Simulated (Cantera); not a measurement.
## Silicon nitride deposition: SiH₂Cl₂ + NH₃ + N₂

Feed: 1 mol SiH₂Cl₂, 0.11 mol NH₃, 1.6 mol N₂, held at 133 Pa.

Cantera equilibrium calculation (NASA polynomials, part measured and part estimated; ideal gas, pure solids and liquids). Candidate condensed phases: NH₄Cl, Si, Si₃N₄; 28 gas species. The tables' values for SiCl₃ are old estimates; treat these amounts as uncertain. The numbers say what is thermodynamically allowed, not how fast it happens.

From 825 K to 1425 K the condensed part is Si₃N₄(s). The main Si-bearing gas is SiCl₄ at 825 K and SiCl₂ at 1425 K. The share of Si in condensed phases is highest at 1125 K (82.7 %) and lowest at 1425 K (56.2 %).

| T (K) | x HCl | x N₂ | x H₂ | x SiCl₂ | x SiCl₄ | x SiCl₃ | n Si₃N₄(s) |
|---|---|---|---|---|---|---|---|
| 825 | 0.365 | 0.368 | 0.196 | 1.35e-8 | 0.0711 | 3.30e-6 | 0.260 |
| 900 | 0.385 | 0.364 | 0.185 | 4.08e-7 | 0.0656 | 2.37e-5 | 0.266 |
| 975 | 0.402 | 0.361 | 0.176 | 7.22e-6 | 0.0611 | 0.000125 | 0.270 |
| 1050 | 0.416 | 0.358 | 0.169 | 8.39e-5 | 0.0571 | 0.000514 | 0.274 |
| 1125 | 0.426 | 0.356 | 0.163 | 0.000692 | 0.0529 | 0.00172 | 0.276 |
| 1200 | 0.430 | 0.355 | 0.159 | 0.00424 | 0.0469 | 0.00476 | 0.275 |
| 1275 | 0.420 | 0.356 | 0.158 | 0.0191 | 0.0355 | 0.0102 | 0.265 |
| 1350 | 0.380 | 0.363 | 0.166 | 0.0579 | 0.0179 | 0.0144 | 0.235 |
| 1425 | 0.307 | 0.376 | 0.188 | 0.111 | 0.00504 | 0.0119 | 0.187 |
x: gas mole fraction; n: condensed amount in mol.
